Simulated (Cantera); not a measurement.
Cantera run:

```python
import numpy as np
import cantera as ct

gas_names = """
    AL O AL2O Br2 ALBr3
""".split()
cond_names = """

""".split()


def load(file, names, dense=False):
    # The tables refer to 1 bar. Condensed volumes are neglected.
    table = {s.name: s for s in ct.Species.list_from_file(file)}
    out = []
    for n in names:
        d = dict(table[n].input_data)
        d["thermo"] = dict(d["thermo"], **{"reference-pressure": 1e5})
        if dense:
            d["equation-of-state"] = {"model": "constant-volume", "density": "1e6 g/cm^3"}
        out.append(ct.Species.from_dict(d))
    return out


species = {s.name: s for s in load("nasa_gas.yaml", gas_names) + load("nasa_condensed.yaml", cond_names)}
# Each term lists the table entries of one substance; the one whose range holds T is used.
reactions = {
    '2 Al(g) + O(g) = Al2O(g)':
        [(-2, ['AL']), (-1, ['O']), (1, ['AL2O'])],
    '2 Al(g) + 3 Br2(g) = 2 AlBr3(g)':
        [(-2, ['AL']), (-3, ['Br2']), (2, ['ALBr3'])],
}


def pick(names, T):
    return next(species[n] for n in names if species[n].thermo.min_temp <= T <= species[n].thermo.max_temp)


results = []
for label, terms in reactions.items():
    print(label)
    print("     T/K   dH/kJ  dS/(J/K)   dG/kJ   log10 K")
    for T in [1848, 1948, 2048, 2148, 2248]:
        used = [(nu, pick(names, T)) for nu, names in terms]
        dH = sum(nu * s.thermo.h(T) for nu, s in used) / 1e6
        dS = sum(nu * s.thermo.s(T) for nu, s in used) / 1e3
        dG = dH - T * dS / 1e3
        logK = -dG * 1e6 / (ct.gas_constant * T * np.log(10))
        results.append((label, T, dH, dS, dG, logK, [s.name for _, s in used]))
        print(f"{T:8g} {dH:8.1f} {dS:8.1f} {dG:8.1f} {logK:8.2f}")
```

Output:

```
2 Al(g) + O(g) = Al2O(g)
     T/K   dH/kJ  dS/(J/K)   dG/kJ   log10 K
    1848  -1058.2   -245.9   -603.8    17.07
    1948  -1058.3   -245.9   -579.2    15.53
    2048  -1058.3   -245.9   -554.6    14.15
    2148  -1058.4   -246.0   -530.0    12.89
    2248  -1058.4   -246.0   -505.4    11.74
2 Al(g) + 3 Br2(g) = 2 AlBr3(g)
     T/K   dH/kJ  dS/(J/K)   dG/kJ   log10 K
    1848  -1559.9   -353.0   -907.6    25.65
    1948  -1559.2   -352.6   -872.3    23.39
    2048  -1558.6   -352.3   -837.0    21.35
    2148  -1558.0   -352.0   -801.8    19.50
    2248  -1557.5   -351.8   -766.6    17.81
```

Source: NASA polynomial tables (part measured, part estimated), evaluated in Cantera. Condensed species are held in their standard states even where they would react or evaporate.
